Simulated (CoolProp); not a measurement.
Cyclohexane at 600.09 K and 0.168 MPa is throttled through a valve to 0.0633 MPa with no heat exchange. Each further row changes one setting.

The numbers come from the reference Helmholtz-energy equation of state, Zhou 2014 in CoolProp.

| case | temperature change (K) | final density (kg/m³) |
|---|---|---|
| as stated | -0.5 | 1.07 |
| outlet pressure 0.019 MPa | -0.7 | 0.321 |
| outlet pressure 0.0823 MPa | -0.4 | 1.40 |
